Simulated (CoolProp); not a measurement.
Properties of the fluoroketone C6F12O (FK-5-1-12) along the isotherm 452.3 K (Tc = 441.8 K, pc = 1869 kPa, ω = 0.471).

Values from CoolProp's reference Helmholtz-energy equation of state, McLinden 2015.

```
p (kPa)          phase  density (kg/m³)  cp (kJ/(kg K))  cv (kJ/(kg K))  Joule-Thomson coefficient (K/MPa)
-------  -------------  ---------------  --------------  --------------  ---------------------------------
584                gas              [?]           1.046          0.9990                              8.721
1170               gas            128.2           1.113           1.016                              11.03
1750               gas              [?]           1.338           1.044                              15.93
2340     supercritical            715.8           2.653           1.082                              12.39
2920     supercritical            906.3           1.572           1.049                              3.563
3500     supercritical              [?]           1.425           1.040                              2.104
4090     supercritical             1017           1.361           1.035                              1.466
4670     supercritical             1048           1.324           1.031                                [?]
5260     supercritical             1074           1.298           1.029                             0.8707
5840     supercritical             1096           1.280             [?]                             0.7039
6420     supercritical             1115           1.266           1.025                             0.5780
7010     supercritical             1132           1.255           1.023                             0.4778
7590     supercritical             1146           1.246             [?]                             0.3984
8180     supercritical             1160           1.238           1.021                             0.3317
8760     supercritical             1172           1.231           1.020                             0.2766
9350     supercritical             1184           1.226           1.019                             0.2287
```

Problem. Fill in the missing entries.

Solution. 
- 584, density (kg/m³): 54.91
- 1750, density (kg/m³): 246.9
- 3500, density (kg/m³): 973.1
- 4670, Joule-Thomson coefficient (K/MPa): 1.109
- 5840, cv (kJ/(kg K)): 1.027
- 7590, cv (kJ/(kg K)): 1.022

The peak of cp marks the crossing from liquid-like to gas-like fluid above the critical point.
